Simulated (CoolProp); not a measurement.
The fluid at 459.1 K and 1.2 MPa flows at 0.11 m/s in a round tube of 25 mm bore and 1.5 µm roughness, fully developed (64/Re and Nu = 3.66 if laminar; Colebrook and Gnielinski if turbulent). The same conditions are run with several fluids, on thermodynamics alone (safety and materials aside).

Computed with CoolProp (reference Helmholtz-energy equation of state of each fluid (c-C4F8 (RC318): Platzer 1990; oxygen: Schmidt 1985; R143a: Lemmon and Jacobsen 2000; R141b: Lemmon 2006)). The equations of Platzer and Polt are older, rougher fits.

```
fluid           Reynolds number  Darcy friction factor  pressure drop (Pa/m)  heat-transfer coefficient (W/(m² K))  mass flow (kg/h)
--------------  ---------------  ---------------------  --------------------  ------------------------------------  ----------------
c-C4F8 (RC318)            10200                 0.0308                 0.510                                  30.5              13.3
oxygen                      958                 0.0668                 0.162                                  5.64              1.95
R143a                      4410                 0.0388                 0.259                                   ___               ___
R141b                      7930                 0.0329                   ___                                   ___              8.10
```

Q: Complete the blanks.

A: 
- R143a, heat-transfer coefficient (W/(m² K)): 18.3
- R143a, mass flow (kg/h): 5.36
- R141b, pressure drop (Pa/m): 0.332
- R141b, heat-transfer coefficient (W/(m² K)): 22.4

Above 300 K oxygen's equation is extrapolated.

Transport values come from each fluid's own correlations; those of c-C4F8 (RC318), R143a, R141b are estimates that may be off by 10 % or more.
